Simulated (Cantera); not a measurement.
A Cantera script and what it prints.

```python
import numpy as np
import cantera as ct

gas_names = [...]  # 115 gases of nasa_gas.yaml made of C, Ca, H, O
cond_names = """
    C(gr) C6H6(L) C7H8(L) C8H18(L),n-octa Ca(a) Ca(b) Ca(L) CaCO3(caL) CaO(s) CaO(L) CaO2H2(s) H2O(s)
    H2O(L)
""".split()


# ... load() reads the species with a 1 bar reference pressure and builds the phases ...
atoms = {
    'CaCO3': {'Ca': 1, 'C': 1, 'O': 3},
    'H2O': {'H': 2, 'O': 1},
}
top_T = {'C(gr)': 4500}  # K; cautious upper limits of use, not melting points


# ... equilibrate(T, P, feed) seeds the gas with the atoms and calls Mixture.equilibrate('TP', solver="vcs", rtol=1e-11, max_steps=5000) ...
results = []
feed = {'CaCO3': 1, 'H2O': 0.063}  # mol
P = 100000  # Pa
for T in [598, 698, 798, 898, 998, 1098, 1198, 1298, 1398, 1498, 1598, 1698, 1798, 1898]:
    mix = equilibrate(T, P, feed)
    results.append((T, P, feed, dict(zip(mix.species_names, mix.species_moles))))
    x = sorted(zip(gas.X, gas.species_names), reverse=True)
    print(f"T = {T:g} K  P = {P:g} Pa  gas = {mix.phase_moles(0):.4g} mol")
    print("   x: " + "  ".join(f"{s} {v:.3e}" for v, s in x if v > 0.0001))
    print("   condensed (mol): " + ("  ".join(f"{mix.phase(i).name} {mix.phase_moles(i):.4g}"
          for i in range(1, mix.n_phases) if mix.phase_moles(i) > 1e-12) or "none"))
```

It prints:

```
T = 598 K  P = 100000 Pa  gas = 0.063 mol
   x: H2O 1.000e+00
   condensed (mol): CaCO3(caL) 1  CaO2H2(s) 4.443e-07
T = 698 K  P = 100000 Pa  gas = 0.063 mol
   x: H2O 9.999e-01
   condensed (mol): CaCO3(caL) 1  CaO2H2(s) 3.53e-06
T = 798 K  P = 100000 Pa  gas = 0.06302 mol
   x: H2O 9.997e-01  CO2 2.913e-04
   condensed (mol): CaCO3(caL) 1  CaO(s) 1.836e-05
T = 898 K  P = 100000 Pa  gas = 0.06333 mol
   x: H2O 9.947e-01  CO2 5.280e-03
   condensed (mol): CaCO3(caL) 0.9997  CaO(s) 0.0003344
T = 998 K  P = 100000 Pa  gas = 0.0665 mol
   x: H2O 9.473e-01  CO2 5.270e-02
   condensed (mol): CaCO3(caL) 0.9965  CaO(s) 0.003505
T = 1098 K  P = 100000 Pa  gas = 0.09543 mol
   x: H2O 6.602e-01  CO2 3.398e-01
   condensed (mol): CaCO3(caL) 0.9676  CaO(s) 0.03243
T = 1198 K  P = 100000 Pa  gas = 1.063 mol
   x: CO2 9.407e-01  H2O 5.927e-02
   condensed (mol): CaO(s) 1
T = 1298 K  P = 100000 Pa  gas = 1.063 mol
   x: CO2 9.407e-01  H2O 5.926e-02
   condensed (mol): CaO(s) 1
T = 1398 K  P = 100000 Pa  gas = 1.063 mol
   x: CO2 9.406e-01  H2O 5.926e-02  CO 1.161e-04
   condensed (mol): CaO(s) 1
T = 1498 K  P = 100000 Pa  gas = 1.063 mol
   x: CO2 9.402e-01  H2O 5.924e-02  CO 3.406e-04  O2 1.719e-04
   condensed (mol): CaO(s) 1
T = 1598 K  P = 100000 Pa  gas = 1.063 mol
   x: CO2 9.394e-01  H2O 5.921e-02  CO 8.718e-04  O2 4.378e-04
   condensed (mol): CaO(s) 1
T = 1698 K  P = 100000 Pa  gas = 1.064 mol
   x: CO2 9.378e-01  H2O 5.913e-02  CO 1.993e-03  O2 9.964e-04
   condensed (mol): CaO(s) 1
T = 1798 K  P = 100000 Pa  gas = 1.065 mol
   x: CO2 9.346e-01  H2O 5.899e-02  CO 4.146e-03  O2 2.064e-03  OH 1.648e-04
   condensed (mol): CaO(s) 1
T = 1898 K  P = 100000 Pa  gas = 1.067 mol
   x: CO2 9.289e-01  H2O 5.872e-02  CO 7.958e-03  O2 3.946e-03  OH 3.432e-04  H2 1.197e-04
   condensed (mol): CaO(s) 1
```

These are equilibrium values from Cantera (NASA tables, ideal gas, pure condensed phases), not measurements of a reactor. Mutual solubility and eutectic melting of coexisting phases are not modelled.
